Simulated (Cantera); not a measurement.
An isothermal, constant-pressure homogeneous reactor starts with CH4 : H2O = 1 : 1.1 (molar parts), at 1673 K and 0.987 atm. Integrator tolerance rtol = 1e-08.

Detailed kinetics in Cantera: GRI-Mech 3.0 (53 species, 325 reactions).

**Question.** What does this change do: pressure from 0.987 atm to 0.132 atm?

**Answer.** 
```tsv
quantity	before	after
x(CH4) at 60.0 s	0.00155 (gas-phase equilibrium 2.88e-6)	0.00150 (gas-phase equilibrium 5.11e-8)
x(H2O) at 60.0 s	0.0241 (gas-phase equilibrium 0.0222)	0.0275 (gas-phase equilibrium 0.0222)
x(CH2CO) at 60.0 s	4.00e-8 (gas-phase equilibrium 6.18e-11)	1.25e-7 (gas-phase equilibrium 1.10e-12)
x(O2) at 60.0 s	<1e-12 (gas-phase equilibrium <1e-12)	2.38e-12 (gas-phase equilibrium 1.58e-12)
x(H) at 60.0 s	9.80e-5 (gas-phase equilibrium 9.82e-5)	0.000268 (gas-phase equilibrium 0.000269)
x(OH) at 60.0 s	1.55e-7 (gas-phase equilibrium 1.43e-7)	4.85e-7 (gas-phase equilibrium 3.91e-7)
```
